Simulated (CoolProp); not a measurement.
The numbers come from the reference Helmholtz-energy equation of state, Zhou 2012 in CoolProp.

**Question.** Give the vapour pressure (bar), vapour Z, liquid conductivity (mW/(m K)) of saturated p-xylene at 98.25 °C.

**Answer.** 
| T (°C) | p (bar) | vapour Z | liquid conductivity (mW/(m K)) |
|---|---|---|---|
| 98.25 | 0.302 | 0.980 | 109 |

Thermal conductivity comes from a separate model (Mylona 2014).
